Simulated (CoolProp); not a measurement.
Vapour-liquid equilibrium of propane (1) + R134a (2) at 0.196 MPa; x and y are mole fractions of (1).

The numbers come from the multi-fluid Helmholtz-energy mixture model, Lemmon 2009 and Tillner-Roth 1994; pair parameters Bell 2016 in CoolProp.

```
x      bubble temperature (°C)  y at the bubble point  dew temperature at overall composition x (°C)  liquid density (mol/L)
-----  -----------------------  ---------------------  ---------------------------------------------  ----------------------
0.05                     -19.0                  0.313                                          -11.8                   13.17
0.125                    -26.0                  0.517                                          -13.7                   13.23
0.2                      -29.2                  0.598                                          -15.7                   13.19
0.275                    -30.5                  0.633                                          -17.9                   13.11
0.35                     -31.1                  0.648                                          -20.2                   13.02
0.425                    -31.3                  0.655                                          -22.7                   12.93
0.5                      -31.4                  0.659                                          -25.4                   12.86
0.575                    -31.5                  0.663                                          -28.3                   12.81
0.65                     -31.5                  0.671                                          -31.2                   12.78
0.725                    -31.5                  0.685                                          -31.1                   12.77
0.8                      -31.2                  0.713                                          -29.9                   12.77
0.875                    -30.5                  0.766                                          -28.5                   12.78
0.95                     -28.5                  0.870                                          -27.0                   12.77
```

y crosses x between x = 0.65 and 0.725: the model has an azeotrope there.

Pair parameters are fitted to limited data, so mixtures are less certain than the pure fluids. With so large a gap from Raoult's law the liquid may split in two, which this calculation doesn't test in full.
